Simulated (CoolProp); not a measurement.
Properties of oxygen along the isotherm -17.05 °C.

Values from CoolProp's reference Helmholtz-energy equation of state, Schmidt 1985.

```tsv
p (MPa)	phase	density (kg/m³)	Joule-Thomson coefficient (K/MPa)	conductivity (mW/(m K))	Prandtl number	fugacity coefficient
0.00798	gas	0.1199	3.576	22.9	0.723	0.9999
0.0182	gas	0.2736	3.575	22.9	0.723	0.9998
0.0413	gas	0.6210	3.574	22.9	0.723	0.9995
0.0941	gas	1.416	3.571	23.0	0.724	0.9988
0.214	gas	3.225	3.564	23.0	0.725	0.9973
0.487	gas	7.363	3.548	23.2	0.728	0.9940
1.11	gas	16.91	3.509	23.5	0.735	0.9863
2.52	gas	39.07	3.412	24.3	0.751	0.9694
```

Viscosity comes from a separate model (Lemmon 2004). Thermal conductivity comes from a separate model (Lemmon 2004).
